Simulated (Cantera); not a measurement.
**Equilibrium for titanium nitride, carbide and oxide coatings: Ti(OiPr)4 + H2O + H2**

Charge: 1 mol Ti(OiPr)4, 0.17 mol H2O, 3.1 mol H2, equilibrated at 10000 Pa.

Cantera equilibrium calculation (NASA polynomials, part measured and part estimated; ideal gas, pure solids and liquids). Candidate condensed phases: C, C6H6, C7H8, C8H18, H2O, Ti, TiC, TiO, TiO2, Ti2O3, Ti3O5, Ti4O7; 113 gas species. The feed counts by its element totals alone. TiC: taken at fixed stoichiometry. Equilibrium is a limit: real reactors are often held back by kinetics, nucleation or transport.

```csv
T (K),x H2,x CO,x H,x CH4,x C2H2 (acetylene),n C(graphite),n Ti3O5(s),n TiC(s)
1275,0.873,0.127,2.18e-6,0.000706,3.35e-7,9.49,0.333,0
1350,0.805,0.194,6.76e-6,0.000374,9.97e-7,6.82,0,1.00
1425,0.805,0.194,1.94e-5,0.000244,2.84e-6,6.83,0,1.00
1500,0.805,0.194,5.00e-5,0.000167,7.27e-6,6.83,0,1.00
1575,0.805,0.194,0.000118,0.000118,1.70e-5,6.83,0,1.00
1650,0.805,0.194,0.000258,8.61e-5,3.67e-5,6.83,0,1.00
1725,0.805,0.194,0.000527,6.47e-5,7.42e-5,6.83,0,1.00
1800,0.804,0.194,0.00102,4.98e-5,0.000141,6.82,0,1.00
1875,0.804,0.194,0.00186,3.91e-5,0.000255,6.82,0,1.00
```
x: gas mole fraction; n: condensed amount in mol.

At 1275 K the condensed part is C(graphite) + Ti3O5(s). From 1350 K to 1875 K the condensed part is C(graphite) + TiC(s).
